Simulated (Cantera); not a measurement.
Premixed flame

A freely propagating, adiabatic, planar premixed flame of CH4 : C2H6 : O2 : N2 = 1 : 0.98 : 5.48 : 20.6 (molar parts), unburnt at 348 K and 0.316 atm; mixture-averaged transport, grid criteria slope 0.08 and curve 0.16, no radiation.

Model: GRI-Mech 3.0 (53 species, 325 reactions), integrated in Cantera. Burning velocities carry a grid error of a few per cent, more on coarse grids.

```csv
z (mm),T (K),u (m/s),x CH4,x C2H6,x O2,x OH,x N2O,x CO2
-2.99,348,0.645,0.0356,0.0349,0.195,<1e-8,<1e-8,2.92e-8
-1.99,349,0.647,0.0355,0.0349,0.195,<1e-8,<1e-8,7.44e-7
-1.50,352,0.655,0.0354,0.0348,0.194,<1e-8,<1e-8,6.80e-6
-0.997,395,0.738,0.0344,0.0343,0.191,6.18e-8,<1e-8,0.000163
-0.498,801,1.53,0.0267,0.0263,0.158,2.08e-5,<1e-8,0.00397
-0.249,1243,2.42,0.0172,0.0123,0.117,0.000216,<1e-8,0.0115
0,1647,3.25,0.00548,0.000910,0.0688,0.00210,1.64e-8,0.0244
0.249,1804,3.57,0.000548,3.70e-6,0.0405,0.00590,2.79e-8,0.0391
0.498,1841,3.63,2.66e-5,<1e-8,0.0300,0.00788,3.48e-8,0.0508
0.997,1875,3.68,7.78e-8,<1e-8,0.0246,0.00874,3.65e-8,0.0629
1.99,1917,3.74,<1e-8,<1e-8,0.0221,0.00889,3.63e-8,0.0692
3.99,1975,3.84,<1e-8,<1e-8,0.0201,0.00871,3.81e-8,0.0719
7.97,2044,3.96,<1e-8,<1e-8,0.0177,0.00816,4.19e-8,0.0749
```
x: mole fraction of selected species; z is measured from the peak of heat release.

The laminar burning velocity is 64.4 cm/s, the thermal thickness is 0.997 mm and the peak x(OH) is 0.00890. The grid points is 152.
